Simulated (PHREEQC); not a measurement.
Model water analysis in mg/kgw, 25 °C, pH 3.82, pe 9.6: Na 1600; K 51.8; Ca 14.5; Mg 129; Cl 293; S(6) as SO4 4220; Fe(3) 230; N(5) as NO3 1.66.

Valence states are taken as typed.

The numbers come from PHREEQC with the ion-association model, phreeqc.dat.

Q: The ionic strength comes out as 0.122 mol/kgw. What activity coefficients do K+, Fe(OH)2+, Fe3(OH)4+5, Ca+2, FeOH+2 get?

A: K+ 0.75, Fe(OH)2+ 0.78, Fe3(OH)4+5 0.0015, Ca+2 0.37, FeOH+2 0.35.

Precipitation was switched off in this run. Examples of supersaturated solids here: Jarosite-K, Fe(OH)3(a). Others may be too. Complexes and solids missing from the database can't appear.
